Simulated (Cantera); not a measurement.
A perfectly stirred reactor is fed with 3.44 % H2, 67.5 % O2, 29.0 % N2, equivalence ratio 0.025, at 340 Pa; it is held at 1350 K, and followed from long to short residence time.

Cantera simulation using the H2/O2 subset of GRI-Mech 3.0, which has no nitrogen chemistry; the numbers are that mechanism's predictions, not measurements. Radical loss at walls, strong at low pressure, is not modelled. The temperature is held fixed by assumption; the heat of reaction is taken as removed at once.

One state of this run: x H2 = 0.00806; x O2 = 0.654; x H2O = 0.0212; x HO2 = 4.08e-7; x OH = 0.00551; x O = 0.0162. x: mole fraction; the columns are a selection and need not sum to one.

**Question.** Which value of τ (s) does it belong to?
A. 0.0035
B. 0.029
C. 0.42
D. 0.085

**Answer.** A, 0.0035
